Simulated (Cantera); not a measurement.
A closed system holds: 1 mol SiC, 0.0086 mol O2, 2.4 mol N2, equilibrated at 0.0120 Torr.

Method: chemical equilibrium by Gibbs-energy minimisation in Cantera with the NASA 1993 tables (ideal gas, pure condensed phases). Candidate condensed phases: C, Si, SiC, SiO2, Si2N2O, Si3N4; 34 gas species. N2 is the only nitrogen source here; it is nearly inert below about 1500 K, so the nitride shown seldom forms there in practice. Mutual solubility and eutectic melting of coexisting phases are not modelled. Equilibrium is a limit: real reactors are often held back by kinetics, nucleation or transport.

x: gas mole fraction; n: condensed amount in mol.

| T (K) | x N2 | x CO | x SiO | x Si | n C(graphite) | n Si2N2O(s) | n Si3N4(s) | n SiC(s) |
|---|---|---|---|---|---|---|---|---|
| 1025 | 1.000 | 6.83e-7 | 3.09e-11 | <1e-12 | 1.000 | 0.0172 | 0.322 | 0 |
| 1075 | 1.000 | 5.35e-6 | 8.59e-10 | <1e-12 | 0.0344 | 0.0172 | 0 | 0.966 |
| 1125 | 1.000 | (withheld) | (withheld) | (withheld) | 0.0333 | 0.0168 | 0 | 0.966 |
| 1175 | 0.997 | 0.00349 | 1.19e-6 | 4.82e-11 | 0.00924 | 0.00881 | 0 | 0.982 |
| 1225 | 0.995 | 0.00476 | 1.22e-5 | 9.82e-10 | 0 | 0.00571 | 0 | 0.989 |
| 1275 | 0.995 | 0.00473 | 9.39e-5 | 1.73e-8 | 0 | 0.00558 | 0 | 0.989 |
| 1325 | 0.995 | 0.00456 | (withheld) | (withheld) | 0 | (withheld) | 0 | 0.989 |
| 1375 | 0.993 | 0.00366 | 0.00326 | 3.12e-6 | 0 | 0.000480 | 0 | 0.991 |
| 1425 | 0.993 | 0.00357 | 0.00355 | 1.43e-5 | 0 | 0 | 0 | 0.991 |
| 1475 | 0.993 | 0.00359 | 0.00353 | 5.61e-5 | 0 | 0 | 0 | 0.991 |
| 1525 | 0.993 | 0.00366 | 0.00346 | 0.000197 | 0 | 0 | 0 | 0.991 |
| 1575 | 0.992 | 0.00387 | 0.00324 | 0.000616 | 0 | 0 | 0 | 0.991 |
| 1625 | 0.991 | 0.00438 | 0.00273 | 0.00163 | 0 | 0 | 0 | 0.989 |
| 1675 | 0.989 | 0.00529 | 0.00180 | 0.00346 | 0 | 0 | 0 | 0.987 |

Q: What belongs in the gaps?

A: 
- 1325, x SiO: 0.000611
- 1325, x Si: 2.49e-7
- 1325, n Si2N2O(s): 0.00475
- 1125, x CO: 0.000158
- 1125, x SiO: 3.77e-8
- 1125, x Si: 4.53e-12
